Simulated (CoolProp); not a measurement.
Saturation properties of CH2F2 (R32).

Computed with CoolProp (reference Helmholtz-energy equation of state, Tillner-Roth 1997).

| T (K) | p (bar) | vapour density (kg/m³) | enthalpy of vaporisation (kJ/kg) | vapour viscosity (µPa s) |
|---|---|---|---|---|
| 258 | 4.854 | 13.28 | 337.5 | 11.6 |
| 262.8 | 5.756 | 15.68 | 330.8 | 11.8 |
| 267.6 | 6.780 | 18.43 | 323.8 | 12.1 |
| 272.5 | 7.963 | 21.63 | 316.3 | 12.3 |
| 277.3 | 9.268 | 25.21 | 308.7 | 12.6 |
| 282.2 | 10.76 | 29.36 | 300.5 | 12.8 |
| 287 | 12.39 | 33.99 | 292.2 | 13.1 |
| 291.9 | 14.24 | 39.37 | 283.2 | 13.4 |
| 296.7 | 16.25 | 45.37 | 273.8 | 13.7 |
| 301.5 | 18.46 | 52.21 | 263.9 | 14.0 |
| 306.4 | 20.95 | 60.20 | 253.2 | 14.3 |
| 311.2 | 23.63 | 69.22 | 241.9 | 14.7 |
| 316.1 | 26.62 | 79.88 | 229.5 | 15.1 |
| 320.9 | 29.81 | 92.09 | 216.3 | 15.6 |

It boils at 221.5 K under 1 atm.

Viscosity comes from a separate model (Bell 2016), an estimate that may be off by 10 % or more.
